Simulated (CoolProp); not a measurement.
Vapour-liquid equilibrium of n-hexane (1) + benzene (2) at 1.48 MPa; x and y are mole fractions of (1).

Model: multi-fluid Helmholtz-energy mixture model, Thol 2019 and Thol 2012; pair parameters Bell 2016, in CoolProp.

```
x      bubble temperature, mixture model (K)  bubble temperature, Raoult's law (K)  y, mixture model  y, Raoult's law
-----  -------------------------------------  ------------------------------------  ----------------  ---------------
0.05                                   473.0                                 474.2             0.071            0.062
0.125                                  470.5                                 473.0             0.166            0.152
0.2                                    468.4                                 471.8             0.250            0.239
0.275                                  466.7                                 470.7             0.328            0.323
0.35                                   465.3                                 469.6             0.400            0.404
0.425                                  464.1                                 468.5             0.469            0.482
0.5                                    463.2                                 467.5             0.536            0.557
0.575                                  462.4                                 466.4             0.603            0.630
0.65                                   461.8                                 465.4             0.669            0.701
0.725                                  461.3                                 464.4             0.737            0.769
0.8                                    461.0                                 463.4             0.806            0.835
0.875                                  460.8                                 462.4             0.877            0.898
0.95                                   460.8                                 461.4             0.950            0.960
```

The largest gap from Raoult's law is -4.4 K in bubble temperature, at x = 0.425. y crosses x between x = 0.875 and 0.95: the model has an azeotrope there.

The pair parameters rest on a limited set of measurements; away from them the model extrapolates.
